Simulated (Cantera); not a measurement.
Input: 1 mol LiOH, 0.15 mol H2, a varied amount of H2O, at 16.0 mbar.

Cantera equilibrium calculation (NASA polynomials, part measured and part estimated; ideal gas, pure solids and liquids). Candidate condensed phases: H2O, Li, LiH, LiOH, Li2O; 17 gas species. Rates play no part.

Stable condensed phases, one row left out:

```
T in °C \ n(H2O) in mol
         0.53 0.65  0.8 0.98  1.2  1.5  1.8  2.2  2.7  3.3    4  4.9    6
   1775     A    A    A    A    A    A    A    A    A    A    A    A    A
   1675     A    A    A    A    A    A    A    A    A    A    A    A    A
   1575     A    A    A    A    A    A    A    A    A    A    A    A    A
   1375     B    B    A    A    A    A    A    A    A    A    A    A    A
   1275     B    B    B    B    B    B    B    A    A    A    A    A    A
   1175     B    B    B    B    B    B    B    B    B    B    B    B    B
   1075     B    B    B    B    B    B    B    B    B    B    B    B    B
    975     B    B    B    B    B    B    B    B    B    B    B    B    B
```

A: gas only; B: Li2O.

Q: Give the row for 1475 °C.

A: 0.53: gas only; 0.65: gas only; 0.8: gas only; 0.98: gas only; 1.2: gas only; 1.5: gas only; 1.8: gas only; 2.2: gas only; 2.7: gas only; 3.3: gas only; 4: gas only; 4.9: gas only; 6: gas only.
